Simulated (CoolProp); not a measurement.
Properties of R125 along the isotherm 317.3 K (Tc = 339.2 K, pc = 3618 kPa, ω = 0.305).

Computed with CoolProp (reference Helmholtz-energy equation of state, Lemmon 2005).

```csv
p (kPa),phase,density (kg/m³),isothermal compressibility (1/MPa),fugacity coefficient
57.2,gas,2.620,17.60,0.9932
130,gas,6.009,7.817,0.9845
296,gas,13.97,3.510,[?]
674,gas,[?],1.635,[?]
1530,gas,[?],0.8889,[?]
3490,liquid,[?],0.02286,0.4934
7950,liquid,1171,0.01098,0.2590
18100,liquid,[?],0.005352,0.1660
```

Problem. Complete the blanks.

Solution. 
- 296, fugacity coefficient: 0.9648
- 674, density (kg/m³): 33.56
- 674, fugacity coefficient: 0.9201
- 1530, density (kg/m³): 89.36
- 1530, fugacity coefficient: 0.8193
- 3490, density (kg/m³): 1093
- 18100, density (kg/m³): 1263
